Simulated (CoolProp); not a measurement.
Vapour-liquid equilibrium of propylene (1) + R152A (2) at 0.568 MPa; x and y are mole fractions of (1).

The numbers come from the multi-fluid Helmholtz-energy mixture model, Lemmon 2013 and Outcalt 1996; pair parameters Bell 2016 in CoolProp.

```
x     bubble temperature (°C)  y at the bubble point  dew temperature at overall composition x (°C)  liquid density (mol/L)
----  -----------------------  ---------------------  ---------------------------------------------  ----------------------
0.05                     19.3                  0.144                                              …                   13.70
0.2                      10.4                      …                                           17.7                   13.66
0.35                      5.2                      …                                           13.0                   13.53
0.5                       2.1                  0.675                                              …                   13.36
0.65                      0.2                      …                                            2.8                   13.21
0.8                      -1.0                      …                                           -0.6                   13.10
0.95                     -1.2                  0.946                                           -1.2                   13.03
```

**Question.** Some entries are withheld; supply them.

**Answer.** 
- 0.05, dew temperature at overall composition x (°C): 22.0
- 0.2, y at the bubble point: 0.427
- 0.35, y at the bubble point: 0.579
- 0.5, dew temperature at overall composition x (°C): 7.9
- 0.65, y at the bubble point: 0.751
- 0.8, y at the bubble point: 0.832

y crosses x between x = 0.8 and 0.95: the model has an azeotrope there.

Pair parameters are fitted to limited data, so mixtures are less certain than the pure fluids.
